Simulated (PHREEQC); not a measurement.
Dissolve 0.00043 mol H2S and 0.045 mol NaOH per kg of water at 25 °C. Closed to the air; pH follows from the charge balance.

Model: ion-association model, phreeqc.dat, run in PHREEQC.

```tsv
quantity	before	after
pH	12.56	5.16
ionic strength (mol/kgw)	0.0452	6.98e-6
HS- (mol/kgw)	0.000246	6.98e-6
H2S (mol/kgw)	4.86e-10	0.000423
```

Q: What was changed between the two runs?
(A) diluted 5-fold with water
(B) NaOH left out
(C) H2S from 0.00043 to 0.000387 mol/kgw
(D) H2S replaced by NH4HS at the same molality

A: B, NaOH left out

No solid was allowed to form. The database's pK near 12.9 for HS-/S-2 is now thought far too low, so its S-2 is overstated.
